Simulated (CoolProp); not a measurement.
Saturated liquid density (kg/m³) of n-octane: the reference equation beside estimates from Tc = 568.7 K, pc = 2.484 MPa, ω = 0.398. Rackett uses Z = 0.29056 − 0.08775 ω.

Model: reference Helmholtz-energy equation of state, Beckmüller 2019, in CoolProp.

| T (K) | reference | Rackett | van der Waals | Redlich-Kwong | Soave-Redlich-Kwong | Peng-Robinson |
|---|---|---|---|---|---|---|
| 276.3 | 716.0 | 724.8 | 396.4 | 589.1 | 609.7 | 684.9 |
| 285.2 | 708.9 | 717.6 | 393.0 | 583.5 | 605.1 | 680.1 |
| 294 | ? | 710.5 | 389.6 | 577.8 | 600.4 | 675.2 |
| 302.9 | ? | 703.1 | 386.0 | 571.9 | 595.5 | 669.9 |
| 311.7 | 687.5 | ? | 382.4 | 565.9 | 590.4 | 664.6 |
| 320.6 | 680.1 | ? | 378.7 | 559.6 | 585.1 | 658.9 |
| 329.4 | 672.8 | 680.7 | 375.0 | 553.2 | 579.7 | 653.1 |
| 338.3 | 665.3 | 672.9 | 371.1 | 546.6 | 573.9 | ? |
| 347.1 | 657.8 | 665.1 | 367.2 | 539.9 | 568.0 | 640.7 |
| 356 | 650.1 | 657.1 | 363.1 | 532.8 | 561.8 | 634.0 |
| 364.8 | 642.4 | 649.1 | 359.0 | 525.7 | 555.4 | 627.1 |
| 373.7 | 634.4 | 640.7 | 354.8 | 518.2 | 548.7 | 619.9 |

### Question
Some entries are withheld; supply them.

### Answer

- 294, reference: 701.8
- 302.9, reference: 694.6
- 311.7, Rackett: 695.8
- 320.6, Rackett: 688.3
- 338.3, Peng-Robinson: 647.0

Absolute difference from the reference over all 12 rows, mean and median: Rackett 1.2 and 1.2 %, van der Waals 44.3 and 44.3 %, Redlich-Kwong 17.9 and 17.7 %, Soave-Redlich-Kwong 14.0 and 13.9 %, Peng-Robinson 3.1 and 3.0 %.
